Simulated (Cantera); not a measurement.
Cantera with NASA thermochemical tables; ideal gases at 1 bar, condensed phases pure. Values are per mole of reaction as written; species without (g) are pure solids or liquids, kept so even where they would boil at 1 bar. VN: taken at fixed stoichiometry.

O2(g) + 4 VO2(g) ⇌ 2 V2O5

```csv
T (K),ΔH° (kJ),ΔS° (J/K),ΔG° (kJ),log10 K,condensed phases
623,(withheld),(withheld),(withheld),(withheld),V2O5(s)
773,-2128.4,-923.3,-1414.7,95.59,V2O5(s)
923,(withheld),(withheld),(withheld),(withheld),V2O5(s)
1073,-1965.5,-749.7,-1161.1,56.52,V2O5(l)
1223,-1947.2,-733.8,-1049.8,44.84,V2O5(l)
1373,-1929.3,-720.0,-940.8,35.79,V2O5(l)
1523,(withheld),(withheld),(withheld),(withheld),V2O5(l)
1673,-1894.3,-696.9,-728.4,22.74,V2O5(l)
1823,-1877.0,-687.0,-624.7,17.90,V2O5(l)
1973,-1859.9,-678.0,-522.3,13.83,V2O5(l)
```

**Question.** Fill in the missing entries.

**Answer.** 
- 623, ΔH° (kJ): -2143.3
- 623, ΔS° (J/K): -944.7
- 623, ΔG° (kJ): -1554.7
- 623, log10 K: 130.35
- 923, ΔH° (kJ): -2112.8
- 923, ΔS° (J/K): -904.8
- 923, ΔG° (kJ): -1277.6
- 923, log10 K: 72.30
- 1523, ΔH° (kJ): -1911.7
- 1523, ΔS° (J/K): -707.8
- 1523, ΔG° (kJ): -833.8
- 1523, log10 K: 28.59
